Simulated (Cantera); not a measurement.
Feed: 1 mol Ni, 0.0028 mol H₂S, 180 mol N₂, at 1973.15 K and 0.0630 bar.

These are equilibrium values from Cantera (NASA tables, ideal gas, pure condensed phases), not measurements of a reactor. Candidate condensed phases: Ni, NiS, NiS₂, Ni₃S₂, Ni₃S₄, S; 17 gas species. Kinetics and transport are ignored.

Base state: N₂ 0.998, Ni 0.00217, H 1.51e-5 (mole fractions); condensed: Ni(l).

Q: What changes in the equilibrium state with this change: pressure from 0.0630 bar to 0.000790 bar?

A: 
```tsv
species	before	after
N₂	0.998	0.994
Ni	0.00217	0.00552
H	1.51e-5	3.01e-5
S	8.22e-6	1.51e-5
Ni(l), mol	0.608	0
```
